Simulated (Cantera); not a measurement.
Counterflow diffusion flame

A counterflow diffusion flame at 41000 Pa, nozzles 20 mm apart: fuel side 100 % CH₄ at 450 K, oxidiser side 19.0 % O₂, 81.0 % N₂ at 800 K, fuel mass flux 0.87 times the oxidiser's; mixture-averaged transport, no radiation.

Model: GRI-Mech 3.0 (53 species, 325 reactions), integrated in Cantera. GRI-Mech 3.0 has no aromatics or soot, which form on the fuel side of real flames. The maximum strain rate includes the flame's own expansion and is several times the mean.

| oxidiser flux (kg/m²/s) | max strain (1/s) | mean strain (1/s) | T max (K) | peak x OH | peak x H | peak x NO | peak x CO | peak x C₂H₂ |
|---|---|---|---|---|---|---|---|---|
| 0.1 | 208 | 52.9 | 2087 | 0.00915 | 0.00737 | 0.000256 | 0.0591 | 0.0146 |
| 0.14 | 285 | 74.1 | 2071 | 0.00890 | 0.00757 | 0.000225 | 0.0582 | 0.0139 |
| 0.2 | 398 | 106 | 2055 | 0.00866 | 0.00778 | 0.000191 | 0.0577 | 0.0131 |
| 0.27 | 527 | 143 | 2041 | 0.00844 | 0.00793 | 0.000162 | 0.0577 | 0.0124 |
| 0.38 | 724 | 201 | 2018 | 0.00801 | 0.00792 | 0.000126 | 0.0578 | 0.0111 |
| 0.52 | 969 | 275 | 1993 | 0.00749 | 0.00772 | 9.25e-5 | 0.0580 | 0.00967 |
| 0.72 | 1310 | 381 | 1958 | 0.00676 | 0.00723 | 5.96e-5 | 0.0584 | 0.00774 |
x: mole fraction; the columns are a selection and need not sum to one.
